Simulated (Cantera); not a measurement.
A Cantera script and its output.

```python
import numpy as np
import cantera as ct

gas = ct.Solution("gri30.yaml")
gas.TPX = 1800, 13332, {'CH4': 1, 'N2': 11}
reactor = ct.IdealGasConstPressureReactor(gas, energy="off", clone=False)
net = ct.ReactorNet([reactor])
net.rtol, net.atol = 1e-08, 1e-18
show = ['CH4', 'HCN', 'CH2', 'H', 'C2H', 'H2']
times = np.geomspace(1e-05, 10, 15)

steps = ct.SolutionArray(gas, extra=["t"])
rows = []
print(f"{'t/s':>10s}{'T/K':>9s}{'P/Pa':>11s}" + "".join(f"{s:>11s}" for s in show))
for t in times:
    while net.time < t:
        t_next = net.step()
        steps.append(gas.state, t=t_next)
    rows.append([np.interp(t, steps.t, y) for y in (steps.T, steps.P, *steps(*show).X.T)])
    print(f"{t:10.3e}{rows[-1][0]:9.1f}{rows[-1][1]:11.4g}" + "".join(f"{x:11.3e}" for x in rows[-1][2:]))
rate = np.gradient(steps.T, steps.t)
print("integrator steps:", len(steps.t))
if steps.T.max() > steps.T[0] + 200:
    print(f"time of steepest temperature rise: {steps.t[rate.argmax()]:.4e} s")
gas.TPX = 1800, 13332, {'CH4': 1, 'N2': 11}
gas.equilibrate("TP")
print(f"equilibrium (TP): T = {gas.T:.1f} K  " + "  ".join(f"{s} {gas[s].X[0]:.3e}" for s in show))
```

Result:

```
       t/s      T/K       P/Pa        CH4        HCN        CH2          H        C2H         H2
 1.000e-05   1800.0  1.333e+04  8.332e-02  5.351e-15  1.046e-10  1.177e-06  1.305e-20  4.113e-06
 2.683e-05   1800.0  1.333e+04  8.330e-02  4.614e-14  7.630e-10  1.192e-06  4.207e-18  1.300e-05
 7.197e-05   1800.0  1.333e+04  8.326e-02  3.955e-13  4.689e-09  1.207e-06  9.440e-16  3.701e-05
 1.931e-04   1800.0  1.333e+04  8.312e-02  4.259e-12  2.904e-08  1.318e-06  1.640e-13  1.041e-04
 5.179e-04   1800.0  1.333e+04  8.270e-02  5.806e-11  1.789e-07  2.140e-06  2.510e-11  3.374e-04
 1.389e-03   1800.0  1.333e+04  8.064e-02  1.469e-09  9.662e-07  8.244e-06  1.999e-09  1.940e-03
 3.728e-03   1800.0  1.333e+04  6.623e-02  7.405e-08  2.947e-06  5.010e-05  6.823e-08  1.773e-02
 1.000e-02   1800.0  1.333e+04  3.591e-02  8.271e-07  2.295e-06  1.320e-04  3.595e-07  6.270e-02
 2.683e-02   1800.0  1.333e+04  1.506e-02  2.780e-06  1.330e-06  2.033e-04  5.879e-07  9.358e-02
 7.197e-02   1800.0  1.333e+04  4.888e-03  6.288e-06  6.386e-07  2.694e-04  7.848e-07  1.082e-01
 1.931e-01   1800.0  1.333e+04  1.441e-03  1.077e-05  2.433e-07  3.125e-04  9.116e-07  1.131e-01
 5.179e-01   1800.0  1.333e+04  4.548e-04  1.552e-05  8.463e-08  3.295e-04  9.615e-07  1.145e-01
 1.389e+00   1800.0  1.333e+04  1.608e-04  2.048e-05  3.069e-08  3.340e-04  9.746e-07  1.149e-01
 3.728e+00   1800.0  1.333e+04  7.292e-05  2.614e-05  1.399e-08  3.349e-04  9.773e-07  1.151e-01
 1.000e+01   1800.0  1.333e+04  5.682e-05  3.580e-05  1.091e-08  3.350e-04  9.775e-07  1.151e-01
integrator steps: 1423
equilibrium (TP): T = 1800.0 K  CH4 3.043e-05  HCN 5.637e-02  CH2 5.845e-09  H 3.352e-04  C2H 2.610e-07  H2 1.152e-01
```

Computed with Cantera and GRI-Mech 3.0 (53 species, 325 reactions). GRI-Mech 3.0 stops at C3 and has no aromatics, soot or wall deposition, so with more carbon than oxygen in the feed, carbon stays in small species such as C2H2 where larger ones or solid carbon would form.
